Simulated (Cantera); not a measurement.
Charge: 1 mol SiH4, 0.098 mol HCl, 8.4 mol H2, held at 1200 K and 1330 Pa.

Method: chemical equilibrium by Gibbs-energy minimisation in Cantera with the NASA 1993 tables (ideal gas, pure condensed phases). Candidate condensed phases: Si; 19 gas species. The numbers say what is thermodynamically allowed, not how fast it happens.

**Question.** What is the equilibrium state?

**Answer.** 
| Quantity | Value |
|---|---|
| x(H2) | 0.991 |
| x(HCl) | 0.00892 |
| x(SiCl2) | 0.000189 |
| x(SiCl3) | 5.57e-6 |
| x(SiHCl3) | 4.35e-6 |
| x(SiH2Cl2) | 1.72e-6 |
| x(H) | 1.70e-6 |
| x(SiCl4) | 1.44e-6 |
| n(Si(s)) | 0.998 mol |
| gas amount | 10.50 mol |
